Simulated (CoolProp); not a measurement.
A single-stage vapour-compression cycle with ethylene: evaporating at 213.15 K (dew point), condensing at 242.15 K (bubble point), superheat 10 K, subcooling 0 K, compressor efficiency 0.7, no pressure losses. Each further row changes one setting.

Values from CoolProp's reference Helmholtz-energy equation of state, Smukala 2000.

| case | cooling COP | pressure ratio | discharge temperature (K) | refrigerating effect (kJ/kg) | volumetric capacity (kJ/m³) |
|---|---|---|---|---|---|
| as stated | 4.06 | 2.50 | 290.9 | 341 | 4390 |
| evaporating temperature 218.15 K | 5.13 | 2.10 | 283.1 | 344 | 5240 |
| condensing temperature 237.15 K | 5.09 | 2.17 | 279.9 | 356 | 4580 |
| subcooling 5 K | 4.24 | 2.50 | 290.9 | 356 | 4580 |
| superheat 20 K | 3.99 | 2.50 | 302.7 | 356 | 4310 |
| compressor efficiency 0.6 | 3.48 | 2.50 | 298.8 | 341 | 4390 |
